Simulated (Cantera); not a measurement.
Mixture: CH₄ : CO : O₂ : N₂ : CO₂ = 1 : 0.13 : 1.72 : 6.47 : 0.46 (molar parts), at 3750 Torr, adiabatic and at constant pressure. Ignition delay is the time to a rise of 400 K.

Detailed kinetics in Cantera: GRI-Mech 3.0 (53 species, 325 reactions).

Predict: delay at 1425 K; delay at 1500 K; delay at 1575 K; delay at 1650 K; delay at 1725 K; apparent activation energy between 1575 and 1725 K.


```json
{
 "delay at 1425 K": "0.911 ms",
 "delay at 1500 K": "0.412 ms",
 "delay at 1575 K": "0.197 ms",
 "delay at 1650 K": "99.9 µs",
 "delay at 1725 K": "54.0 µs",
 "apparent activation energy between 1575 and 1725 K": "200 kJ/mol"
}
```
